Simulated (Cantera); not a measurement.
A closed system holds: 1 mol SiCl4, a varied amount of NO, 32 mol N2, equilibrated at 1900 K and 1400 Pa.

Cantera equilibrium calculation (NASA polynomials, part measured and part estimated; ideal gas, pure solids and liquids). Candidate condensed phases: Si, SiO2, Si2N2O, Si3N4; 23 gas species. The tables hold silica as quartz up to 1696 K and as liquid above; real silica turns to tridymite and cristobalite and melts near 1996 K. Equilibrium is a limit: real reactors are often held back by kinetics, nucleation or transport.

**Question.** Which condensed phases are stable at each of these points (n(NO) (mol)): 0.12, 0.16, 0.2, 0.26, 0.34, 0.44, 0.57, 0.74, 0.96?

**Answer.** 
```
n(NO) (mol)  condensed phases  Si condensed (%)
-----------  ----------------  ----------------
0.12                 gas only               0.0
0.16                 gas only               0.0
0.2                  gas only               0.0
0.26                 gas only               0.0
0.34                 gas only               0.0
0.44                 gas only               0.0
0.57                 gas only               0.0
0.74          SiO2(condensed)               3.0
0.96          SiO2(condensed)              19.4
```

From 0.12 mol NO to 0.57 mol NO nothing is condensed. From 0.74 mol NO to 0.96 mol NO the condensed part is SiO2(condensed).
